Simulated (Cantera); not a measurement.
A closed system holds: 1 mol HI, 0.068 mol H₂, 1.5 mol N₂, 0.00036 mol H₂O, held at 0.133 bar.

Method: chemical equilibrium by Gibbs-energy minimisation in Cantera with the NASA 1993 tables (ideal gas, pure condensed phases). Candidate condensed phases: H₂O, I₂; 27 gas species. Kinetics and transport are ignored.

**Question.** At 3025 K, list the 5 most abundant gas species with their mole fractions, and the condensed phases.

**Answer.** N₂ 0.454, I 0.299, H 0.146, H₂ 0.0974, HI 0.00352. Condensed: gas only.
